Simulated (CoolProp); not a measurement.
A single-stage vapour-compression cycle with the fluid: evaporating at 229.15 K (dew point), condensing at 250.15 K (bubble point), superheat 10 K, subcooling 0 K, compressor efficiency 0.7, no pressure losses. The same conditions are run with several fluids, on thermodynamics alone (safety and materials aside).

The numbers come from the reference Helmholtz-energy equation of state of each fluid (R152A: Outcalt 1996; isobutene: Lemmon 2005; trans-2-butene: Lemmon 2005; cis-2-butene: Lemmon 2005; hydrogen sulfide: Lemmon 2006; R407C: Lemmon 2003) in CoolProp. Blends and air are pseudo-pure fits.

```
fluid             cooling COP  pressure ratio  discharge temperature (K)  refrigerating effect (kJ/kg)  volumetric capacity (kJ/m³)
----------------  -----------  --------------  -------------------------  ----------------------------  ---------------------------
R152A                    7.00               ?                      289.2                           322                          417
isobutene                7.10            2.86                      278.8                           394                          203
trans-2-butene           7.11            2.99                      280.6                           413                          145
cis-2-butene             7.08            3.08                      285.7                             ?                          127
hydrogen sulfide         6.78            2.27                      313.8                           495                            ?
R407C                    5.10            3.57                      298.7                             ?                            ?
```

Q: Fill in the missing entries.

A: 
- R152A, pressure ratio: 2.77
- cis-2-butene, refrigerating effect (kJ/kg): 427
- hydrogen sulfide, volumetric capacity (kJ/m³): 1900
- R407C, refrigerating effect (kJ/kg): 225
- R407C, volumetric capacity (kJ/m³): 697
